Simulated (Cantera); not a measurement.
What does this Cantera script print?

```python
import numpy as np
import cantera as ct

gas = ct.Solution("gri30.yaml")
gas.TPX = 675, 780000, {'CH4': 1, 'CO': 0.047, 'O2': 4.31, 'N2': 16.2, 'CO2': 1.6}
inlet = ct.Reservoir(gas, clone=True)
gas.equilibrate("HP")  # start burning
reactor = ct.IdealGasConstPressureReactor(gas, energy="on", clone=False)
exhaust = ct.Reservoir(gas, clone=True)
tau = [0.086, 0.028, 0.0088, 0.0028, 0.0009, 0.00029, 9.2e-05, 3e-05, 9.4e-06, 3e-06][0]
for a, b in ((inlet, reactor), (reactor, exhaust)):
    ct.MassFlowController(a, b, mdot=lambda t: reactor.mass / tau)
net = ct.ReactorNet([reactor])
show = ['CH4', 'CO', 'O2', 'C2H2', 'CH2CO', 'N2O', 'OH']

rows = []
print(f"{'tau/s':>10s}{'T/K':>9s}" + "".join(f"{s:>11s}" for s in show))
for tau in [0.086, 0.028, 0.0088, 0.0028, 0.0009, 0.00029, 9.2e-05, 3e-05, 9.4e-06, 3e-06]:
    net.initial_time = 0.0
    net.advance(30 * tau)
    before = gas.X
    net.advance(40 * tau)
    drift = np.max(np.abs(gas.X - before) / (gas.X + 1e-9))
    rows.append([gas.T, *gas[show].X, drift])
    print(f"{tau:10.3e}{gas.T:9.1f}" + "".join(f"{x:11.3e}" for x in gas[show].X))
```

Result:

```
     tau/s      T/K        CH4         CO         O2       C2H2      CH2CO        N2O         OH
 8.600e-02   1627.3  1.137e-05  1.447e-04  9.888e-02  6.442e-09  7.706e-09  6.336e-07  1.662e-04
 2.800e-02   1625.2  2.631e-05  3.420e-04  9.900e-02  2.204e-08  3.443e-08  1.042e-06  2.105e-04
 8.800e-03   1620.3  6.330e-05  8.430e-04  9.930e-02  6.818e-08  1.514e-07  1.640e-06  2.645e-04
 2.800e-03   1607.3  1.640e-04  2.188e-03  1.001e-01  1.986e-07  6.974e-07  2.088e-06  3.045e-04
 9.000e-04   1547.5  7.389e-04  8.214e-03  1.043e-01  9.585e-07  7.769e-06  1.557e-06  1.991e-04
 2.900e-04    675.0  4.318e-02  2.030e-03  1.861e-01 -1.445e-19 -1.713e-18 -3.688e-20  2.158e-17
 9.200e-05    675.0  4.318e-02  2.030e-03  1.861e-01  7.374e-24  8.763e-23  2.507e-21  2.045e-17
 3.000e-05    675.0  4.318e-02  2.030e-03  1.861e-01  3.417e-25  4.083e-24  8.126e-22  1.801e-17
 9.400e-06    675.0  4.318e-02  2.030e-03  1.861e-01  2.176e-28  4.452e-27  1.701e-22  1.289e-17
 3.000e-06    675.0  4.318e-02  2.030e-03  1.861e-01  1.650e-31  1.486e-28  3.021e-23  6.466e-18
```

Model: GRI-Mech 3.0 (53 species, 325 reactions), integrated in Cantera.
